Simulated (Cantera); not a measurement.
What does this Cantera script print?

```python
import numpy as np
import cantera as ct

gas_names = [...]  # 136 gases of nasa_gas.yaml made of C, H, N, O
cond_names = """
    C(gr) C6H6(L) C7H8(L) C8H18(L),n-octa H2O(s) H2O(L)
""".split()


# ... load() reads the species with a 1 bar reference pressure and builds the phases ...
atoms = {
    'C3H6': {'C': 3, 'H': 6},
    'H2O': {'H': 2, 'O': 1},
    'N2': {'N': 2},
}
top_T = {'C(gr)': 4500}  # K; cautious upper limits of use, not melting points


# ... equilibrate(T, P, feed) seeds the gas with the atoms and calls Mixture.equilibrate('TP', solver="vcs", rtol=1e-11, max_steps=5000) ...
results = []
feed = {'C3H6': 1, 'H2O': 0.61, 'N2': 2.7}  # mol
T = 598  # K
P = 13332.2  # Pa
mix = equilibrate(T, P, feed)
results.append((T, P, feed, dict(zip(mix.species_names, mix.species_moles))))
print(gas.report(threshold=1e-06))
for i in range(1, mix.n_phases):
    print(f"{mix.phase(i).name:16s} {mix.phase_moles(i):12.5e} mol")
```

It prints:

```
       temperature   598 K
          pressure   13332 Pa
           density   0.055917 kg/m^3
  mean mol. weight   20.853 kg/kmol
   phase of matter   gas

                          1 kg             1 kmol
                     ---------------   ---------------
          enthalpy       -1.6938e+06       -3.5322e+07  J
   internal energy       -1.9322e+06       -4.0294e+07  J
           entropy             11130         2.321e+05  J/K
    Gibbs function       -8.3496e+06       -1.7412e+08  J
 heat capacity c_p            1724.1             35954  J/K
 heat capacity c_v            1325.4             27640  J/K

                      mass frac. Y      mole frac. X     chem. pot. / RT
                     ---------------   ---------------   ---------------
               CH4           0.17811           0.23151           -41.834
                CO        0.00036162        0.00026923           -56.925
               CO2          0.013203          0.006256            -112.9
                H2          0.012756           0.13195            -20.44
               H2O          0.091278           0.10566           -76.411
               NH3        0.00016273        0.00019926           -43.856
                N2           0.70413           0.52415           -26.391
     [ +129 minor]        3.2843e-07        2.2775e-07

C(gr)             1.77404e+00 mol
H2O(L)            0.00000e+00 mol
```

Method: chemical equilibrium by Gibbs-energy minimisation in Cantera with the NASA 1993 tables (ideal gas, pure condensed phases).
